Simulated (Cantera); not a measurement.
# Counterflow diffusion flame

A counterflow diffusion flame at 2.60 bar, nozzles 20 mm apart: fuel side H2 = 1 (molar parts) at 525 K, oxidiser side O2 : N2 = 0.19 : 0.81 (molar parts) at 425 K, fuel mass flux 0.23 times the oxidiser's; mixture-averaged transport, no radiation.

Model: the H2/O2 subset of GRI-Mech 3.0, which has no nitrogen chemistry, integrated in Cantera. The hydrogen kinetics of GRI-Mech 3.0 are dated; newer H2 mechanisms differ, most at raised pressure. The maximum strain rate includes the flame's own expansion and is several times the mean.

| oxidiser flux (kg/m²/s) | max strain (1/s) | mean strain (1/s) | T max (K) | peak x OH | peak x H | peak x H2O | peak x HO2 |
|---|---|---|---|---|---|---|---|
| 1.6 | 832 | 191 | 2513 | 0.0141 | 0.00786 | 0.270 | 3.01e-5 |
| 2 | 1040 | 239 | 2498 | 0.0144 | 0.00846 | 0.268 | 3.80e-5 |
| 2.5 | 1260 | 298 | 2478 | 0.0146 | 0.00903 | 0.267 | 4.56e-5 |
| 3.2 | 1600 | 382 | 2462 | 0.0150 | 0.00987 | 0.265 | 5.57e-5 |
| 4 | 1980 | 478 | 2442 | 0.0153 | 0.0107 | 0.264 | 6.65e-5 |
| 5.1 | 2520 | 609 | 2423 | 0.0156 | 0.0117 | 0.262 | 7.95e-5 |
| 6.4 | 3160 | 764 | 2398 | 0.0158 | 0.0128 | 0.260 | 9.29e-5 |
| 8.2 | 4050 | 979 | 2370 | 0.0160 | 0.0140 | 0.259 | 0.000109 |
| 10 | 4920 | 1190 | 2341 | 0.0161 | 0.0150 | 0.257 | 0.000122 |
x: mole fraction; the columns are a selection and need not sum to one.
